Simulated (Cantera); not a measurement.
A Cantera script and what it prints.

```python
import numpy as np
import cantera as ct

gas_names = """
    H H2 N NH NH2 NH3 N2 N2H2 N2H4 Si SiH SiH2 SiH3 SiH4 SiN Si2 Si2N Si3
""".split()
cond_names = """
    Si(cr) Si(L) Si3N4(a)
""".split()


# ... load() reads the species with a 1 bar reference pressure and builds the phases ...
atoms = {
    'trisilylamine': {'Si': 3, 'N': 1, 'H': 9},
    'N2': {'N': 2},
}
top_T = {'Si3N4(a)': 2400}  # K; cautious upper limits of use, not melting points


# ... equilibrate(T, P, feed) seeds the gas with the atoms and calls Mixture.equilibrate('TP', solver="vcs", rtol=1e-11, max_steps=5000) ...
results = []
feed = {'trisilylamine': 1, 'N2': 2.8}  # mol
T = 2173  # K
P = 38000  # Pa
mix = equilibrate(T, P, feed)
results.append((T, P, feed, dict(zip(mix.species_names, mix.species_moles))))
print(gas.report(threshold=1e-05))
for i in range(1, mix.n_phases):
    print(f"{mix.phase(i).name:16s} {mix.phase_moles(i):12.5e} mol")
```

Result:

```
       temperature   2173 K
          pressure   38000 Pa
           density   0.027343 kg/m^3
  mean mol. weight   13 kg/kmol
   phase of matter   gas

                          1 kg             1 kmol
                     ---------------   ---------------
          enthalpy        4.7718e+06        6.2035e+07  J
   internal energy        3.3821e+06        4.3968e+07  J
           entropy             17852        2.3209e+05  J/K
    Gibbs function       -3.4021e+07       -4.4229e+08  J
 heat capacity c_p              2717             35322  J/K
 heat capacity c_v            2077.4             27007  J/K

                      mass frac. Y      mole frac. X     chem. pot. / RT
                     ---------------   ---------------   ---------------
                 H        0.00045885         0.0059178           -10.638
                H2          0.088625           0.57151           -21.275
                N2           0.90804           0.42139           -29.056
                Si          0.001608        0.00074434           -6.3519
               SiH        0.00036231         0.0001619           -16.989
              SiH2        0.00034711        0.00014991           -27.627
               SiN         0.0001718        5.3062e-05            -20.88
               Si2         4.881e-05        1.1297e-05           -12.704
              Si2N        0.00032339        5.9908e-05           -27.232
     [   +9 minor]         1.754e-05        4.2984e-06

Si(L)             2.99014e+00 mol
Si3N4(a)          0.00000e+00 mol
```

Cantera equilibrium calculation (NASA polynomials, part measured and part estimated; ideal gas, pure solids and liquids). The feed counts by its element totals alone. The tables' values for SiN are old estimates; treat these amounts as uncertain. Gases not in the tables: Si2H6 and higher silanes.
